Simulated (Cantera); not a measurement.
Cantera with NASA thermochemical tables; ideal gases at 1 bar, condensed phases pure. Values are per mole of reaction as written; species without (g) are pure solids or liquids, kept so even where they would boil at 1 bar. VN: taken at fixed stoichiometry.

**Question.** Between 1775 and 2275 K, where is each reaction favourable under standard conditions?
- 2 NO(g) + V2O4 ⇌ 3 O2(g) + 2 VN

**Answer.** 
- 2 NO(g) + V2O4 ⇌ 3 O2(g) + 2 VN: ΔG° is 584 kJ at 1775 K and 561 kJ at 2275 K; it stays positive (K < 1). ΔH° is 644 kJ and ΔS° 37 J/K at 2275 K.
